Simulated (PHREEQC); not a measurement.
Consider water at 25 °C with 9.2 mmol/kgw CaCl2, 85 mmol/kgw Na2HPO4 and 0.00072 mmol/kgw H4SiO4. Closed to the air; pH follows from the charge balance.

Equilibrium calculation in PHREEQC: ion-association model, phreeqc.dat.

Precipitation was switched off in this run.

Question: Order these Ca species by the share of Ca that they hold, largest first: CaPO4-, CaH2PO4+, Ca+2, CaHPO4.

Answer: CaHPO4 (53 %), CaPO4- (29 %), Ca+2 (17 %), CaH2PO4+ (0.36 %)

The pH is 8.20 and the ionic strength 0.237 mol/kgw. Saturation is exceeded, for instance for Hydroxyapatite; the values hold only as long as no solid forms. Complexes and solids missing from the database can't appear.
